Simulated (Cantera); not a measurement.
A perfectly stirred reactor is fed with C2H6 : N2 = 1 : 4.2 (molar parts), at 0.600 bar; it is held at 1423 K, and followed from long to short residence time.

Computed with Cantera and GRI-Mech 3.0 (53 species, 325 reactions). GRI-Mech 3.0 stops at C3 and has no aromatics, soot or wall deposition, so with more carbon than oxygen in the feed, carbon stays in small species such as C2H2 where larger ones or solid carbon would form.

Question: What does this change do: temperature 1423 to 1225 K?

Answer: 
```tsv
quantity	before	after
x(C2H6) at τ = 0.570 s	0.000476	0.00590
x(HCN) at τ = 0.570 s	2.81e-9	1.07e-11
x(C2H) at τ = 0.570 s	8.27e-9	1.83e-10
x(CH3) at τ = 0.570 s	5.90e-5	1.21e-5
x(C2H4) at τ = 0.570 s	0.0128	0.0811
x(C2H6) at τ = 35.0 ms	0.00353	0.0438
x(HCN) at τ = 35.0 ms	2.89e-9	7.22e-12
x(C2H) at τ = 35.0 ms	1.68e-8	1.08e-10
x(CH3) at τ = 35.0 ms	0.000155	2.80e-5
x(C2H4) at τ = 35.0 ms	0.0300	0.0984
```

Question: What does this change do: temperature 1423 to 1573 K?

Answer: 
```
quantity                  before     after
----------------------  --------  --------
x(C2H6) at τ = 0.570 s  0.000476  0.000100
x(HCN) at τ = 0.570 s    2.81e-9   9.18e-8
x(C2H) at τ = 0.570 s    8.27e-9   6.09e-8
x(CH3) at τ = 0.570 s    5.90e-5  0.000132
x(C2H4) at τ = 0.570 s    0.0128   0.00304
x(C2H6) at τ = 35.0 ms   0.00353  0.000867
x(HCN) at τ = 35.0 ms    2.89e-9   8.08e-8
x(C2H) at τ = 35.0 ms    1.68e-8   1.25e-7
x(CH3) at τ = 35.0 ms   0.000155  0.000375
x(C2H4) at τ = 35.0 ms    0.0300   0.00711
```
